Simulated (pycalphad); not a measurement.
An equivalent pycalphad script:

```python
from pycalphad import Database, equilibrium, calculate, variables as v
import numpy as np
db = Database('COST507.tdb')
comps = ['AL', 'SI', 'C', 'VA']
phases = ['AL4C3', 'AL4SIC4', 'AL8SIC7', 'CSI', 'DIAMOND_A4', 'FCC_A1', 'GRAPHITE', 'LIQUID']
eq = equilibrium(db, comps, phases, {v.X('SI'): 0.0126, v.X('C'): 0.1701, v.T: np.arange(1850, 499, -50), v.P: 101325, v.N: 1}, output=['HM', 'SM'])
```

CALPHAD calculation (pycalphad, COST 507 light-alloy database (1999)), 1 atm. The database dates from 1999; later assessments differ in places, in temperatures and in the compounds included. Amounts are mole fractions of atoms. Diffusion is slow at the low end, where real alloys seldom reach equilibrium.

Results at three of the temperatures:

```
T = 1550.00 K, P = 101325 Pa, N = 1 mol of atoms
G = -84592 J/mol, H = 28959 J/mol, S = 73.26 J/(mol K)  (SER reference)
chemical potentials (J/mol): Al -87545, Si -118172, C -67915
phase             fraction      x(Al)      x(Si)       x(C)
LIQUID              0.6034     0.9795     0.0203   0.000226
AL4C3               0.3966     0.5706    0.00086     0.4286
```

```
T = 1400.00 K, P = 101325 Pa, N = 1 mol of atoms
G = -73827 J/mol, H = 24497 J/mol, S = 70.23 J/(mol K)  (SER reference)
chemical potentials (J/mol): Al -74624, Si -100107, C -68047
phase             fraction      x(Al)      x(Si)       x(C)
LIQUID              0.6031     0.9796     0.0204   2.82e-05
AL4C3               0.3969     0.5706   0.000785     0.4286
```

```
T = 850.00 K, P = 101325 Pa, N = 1 mol of atoms
G = -39510 J/mol, H = 1241 J/mol, S = 47.94 J/(mol K)  (SER reference)
chemical potentials (J/mol): Al -32973, Si -49445, C -70182
phase             fraction      x(Al)      x(Si)       x(C)
FCC_A1              0.6072     0.9996   0.000388   7.96e-13
AL8SIC7             0.1975     0.5000     0.0625     0.4375
AL4C3               0.1953     0.5713   0.000101     0.4286
```

Changes of the phase set, refined by bisection:

```json
[
 {"T (K)": "1060.8", "phases above": "AL4C3 + LIQUID", "phases below": "AL4C3 + AL8SIC7 + LIQUID"},
 {"T (K)": "927.8", "phases above": "AL4C3 + AL8SIC7 + LIQUID", "phases below": "AL4C3 + AL8SIC7 + FCC_A1"}
]
```

Database names, with the compositions (at.%) that they take in these runs: AL4C3: Al 57 C 43; AL8SIC7: Al 50 C 44 Si 6. FCC_A1 is fcc.
